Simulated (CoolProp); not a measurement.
Saturation properties of CHF3 (R23).

Model: reference Helmholtz-energy equation of state, Penoncello 2003, in CoolProp.

```json
[
 {"T (K)": "184", "p (MPa)": "___", "enthalpy of vaporisation (kJ/kg)": "245.1", "surface tension (mN/m)": "18.2"},
 {"T (K)": "187.7", "p (MPa)": "0.08274", "enthalpy of vaporisation (kJ/kg)": "242.1", "surface tension (mN/m)": "17.5"},
 {"T (K)": "191.3", "p (MPa)": "0.1023", "enthalpy of vaporisation (kJ/kg)": "239.2", "surface tension (mN/m)": "16.8"},
 {"T (K)": "195", "p (MPa)": "0.1261", "enthalpy of vaporisation (kJ/kg)": "236.2", "surface tension (mN/m)": "___"},
 {"T (K)": "198.7", "p (MPa)": "0.1540", "enthalpy of vaporisation (kJ/kg)": "233.0", "surface tension (mN/m)": "15.4"},
 {"T (K)": "202.4", "p (MPa)": "0.1865", "enthalpy of vaporisation (kJ/kg)": "___", "surface tension (mN/m)": "14.7"},
 {"T (K)": "206.1", "p (MPa)": "0.2241", "enthalpy of vaporisation (kJ/kg)": "226.5", "surface tension (mN/m)": "14.0"},
 {"T (K)": "209.8", "p (MPa)": "0.2674", "enthalpy of vaporisation (kJ/kg)": "___", "surface tension (mN/m)": "13.4"},
 {"T (K)": "213.5", "p (MPa)": "___", "enthalpy of vaporisation (kJ/kg)": "219.6", "surface tension (mN/m)": "12.7"},
 {"T (K)": "217.1", "p (MPa)": "___", "enthalpy of vaporisation (kJ/kg)": "___", "surface tension (mN/m)": "12.0"},
 {"T (K)": "220.8", "p (MPa)": "0.4347", "enthalpy of vaporisation (kJ/kg)": "212.4", "surface tension (mN/m)": "11.4"},
 {"T (K)": "224.5", "p (MPa)": "0.5058", "enthalpy of vaporisation (kJ/kg)": "208.6", "surface tension (mN/m)": "___"}
]
```

**Question.** Fill in the missing entries.

**Answer.** 
- 184, p (MPa): 0.06585
- 195, surface tension (mN/m): 16.1
- 202.4, enthalpy of vaporisation (kJ/kg): 229.8
- 209.8, enthalpy of vaporisation (kJ/kg): 223.1
- 213.5, p (MPa): 0.3168
- 217.1, p (MPa): 0.3714
- 217.1, enthalpy of vaporisation (kJ/kg): 216.1
- 224.5, surface tension (mN/m): 10.7

It boils at 191.1 K under 1 atm.

Surface tension comes from a separate correlation (Mulero 2012).
